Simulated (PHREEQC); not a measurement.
A made-up water analysis in mg/L, 25 °C, pH 5.72, pe 12.4: Na 0.442; K 0.0291; Ca 0.345; Mg 0.236; Cl 0.502; S(6) as SO4 0.455; Alkalinity as HCO3 1.97; Br 0.0226; Zn 0.0193; Cd 0.00284; N(5) as NO3 0.00074; Ni 0.00063.

Valence states are taken as typed.

Equilibrium calculation in PHREEQC: ion-association model, wateq4f.dat.

No solid was allowed to form.

### Question
What charge-balance error does the model give?

### Answer
charge-balance error 0.9 %.

### Question
In which forms is C present?

### Answer
CO2 81 %, HCO3- 19 % of the C.
